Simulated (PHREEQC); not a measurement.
A solution holds 50 mmol/kgw RbCl, at 25 °C. Closed to the air; pH follows from the charge balance.

All values are PHREEQC results (ion-association model, wateq4f.dat), not measurements.

```
Quantity                Result
--------------  --------------
ionic strength  0.0500 mol/kgw
```

```json
[
 {"species": "Cl-", "molality": "0.0500", "activity": "0.0406", "log γ": "-0.090"},
 {"species": "Rb+", "molality": "0.0500", "activity": "0.0411", "log γ": "-0.086"},
 {"species": "OH-", "molality": "1.20e-7", "activity": "9.75e-8", "log γ": "-0.091"},
 {"species": "H+", "molality": "1.20e-7", "activity": "1.02e-7", "log γ": "-0.069"}
]
```

This is a speciation only: nothing precipitates in the calculation. Species that the database lacks are ignored.
